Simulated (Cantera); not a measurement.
**Equilibrium for fluorocarbon and chlorocarbon gases: CH₃F + H₂**

A closed system holds: 1 mol CH₃F, 0.26 mol H₂, at 1148 K and 13.3 mbar.

Equilibrium computed with Cantera from the NASA thermochemical tables; the gas is ideal and each condensed phase is pure. Candidate condensed phases: C, C₆H₆, C₇H₈, C₈H₁₈; 95 gas species. The numbers say what is thermodynamically allowed, not how fast it happens.

The x(H₂) is 0.557. The x(HF) is 0.443, the x(CH₄) is 9.85e-5 and the n(C(graphite)) is 1.000 mol. The gas amount comes out as 2.260 mol.
